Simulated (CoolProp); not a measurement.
Vapour-liquid equilibrium of dimethyl carbonate (1) + n-decane (2) at 195.35 °C; x and y are mole fractions of (1).

The numbers come from the multi-fluid Helmholtz-energy mixture model, Zhou 2011 and Lemmon 2006; pair parameters Bell 2016 in CoolProp.

```json
[
 {"x": "0.05", "bubble pressure, mixture model (bar)": "___", "bubble pressure, Raoult's law (bar)": "2.223", "y, mixture model": "0.430", "y, Raoult's law": "0.279"},
 {"x": "0.2", "bubble pressure, mixture model (bar)": "5.879", "bubble pressure, Raoult's law (bar)": "3.829", "y, mixture model": "___", "y, Raoult's law": "0.647"},
 {"x": "0.35", "bubble pressure, mixture model (bar)": "___", "bubble pressure, Raoult's law (bar)": "5.435", "y, mixture model": "___", "y, Raoult's law": "0.798"},
 {"x": "0.5", "bubble pressure, mixture model (bar)": "8.942", "bubble pressure, Raoult's law (bar)": "7.041", "y, mixture model": "___", "y, Raoult's law": "0.880"},
 {"x": "0.65", "bubble pressure, mixture model (bar)": "9.963", "bubble pressure, Raoult's law (bar)": "8.647", "y, mixture model": "0.876", "y, Raoult's law": "0.932"},
 {"x": "0.8", "bubble pressure, mixture model (bar)": "10.97", "bubble pressure, Raoult's law (bar)": "10.25", "y, mixture model": "0.917", "y, Raoult's law": "0.967"},
 {"x": "0.95", "bubble pressure, mixture model (bar)": "12.03", "bubble pressure, Raoult's law (bar)": "11.86", "y, mixture model": "0.975", "y, Raoult's law": "0.993"}
]
```

Question: What belongs in the gaps?

Answer: 
- 0.05, bubble pressure, mixture model (bar): 2.968
- 0.2, y, mixture model: 0.722
- 0.35, bubble pressure, mixture model (bar): 7.704
- 0.35, y, mixture model: 0.799
- 0.5, y, mixture model: 0.841

The largest gap from Raoult's law is +53.5 % in bubble pressure, at x = 0.2. No azeotrope shows between x = 0.05 and 0.95.

Pair parameters are fitted to limited data, so mixtures are less certain than the pure fluids. With so large a gap from Raoult's law the liquid may split in two, which this calculation doesn't test in full.
